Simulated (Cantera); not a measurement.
Thermodynamics of silicon nitride deposition, feed trisilylamine + N2 + H2 + CO2

A closed system holds: 1 mol trisilylamine, 25 mol N2, 89 mol H2, 0.39 mol CO2, at 113 Torr.

These are equilibrium values from Cantera (NASA tables, ideal gas, pure condensed phases), not measurements of a reactor. Candidate condensed phases: C, C6H6, C7H8, C8H18, H2O, Si, SiC, SiO2, Si2N2O, Si3N4; 151 gas species. The feed counts by its element totals alone. Mutual solubility and eutectic melting of coexisting phases are not modelled. The numbers say what is thermodynamically allowed, not how fast it happens.

```csv
T (K),log p H2,log p N2,log p CH4,log p HCN,n Si2N2O(s),n Si3N4(s),n C(graphite),n SiC(s)
1098,-0.92,-1.52,-3.30,-5.90,0.780,0.480,0,0
1148,-0.92,-1.52,-3.47,-5.61,0.780,0.480,0.124,0
1198,-0.92,-1.52,-3.64,-5.36,0.780,0.480,0.208,0
1248,-0.92,-1.52,-3.80,-5.13,0.780,0.480,0.260,0
1298,-0.92,-1.52,-3.94,-4.91,0.780,0.480,0.291,0
1348,-0.92,-1.52,-4.08,-4.71,0.779,0.481,0.308,0
1398,-0.92,-1.52,-4.20,-4.53,0.777,0.482,0.314,0
1448,-0.92,-1.51,-4.37,-4.41,0.772,0.379,0,0.317
1498,-0.92,-1.51,-4.69,-4.46,0.768,0.376,0,0.334
1548,-0.92,-1.51,-4.98,-4.50,0.762,0.379,0,0.339
1598,-0.92,-1.51,-5.26,-4.54,0.753,0.385,0,0.337
```
log p: log10 of the partial pressure in bar; n: condensed amount in mol.

At 1098 K the condensed part is Si2N2O(s) + Si3N4(s). From 1148 K to 1398 K the condensed part is C(graphite) + Si2N2O(s) + Si3N4(s). From 1448 K to 1598 K the condensed part is SiC(s) + Si2N2O(s) + Si3N4(s).
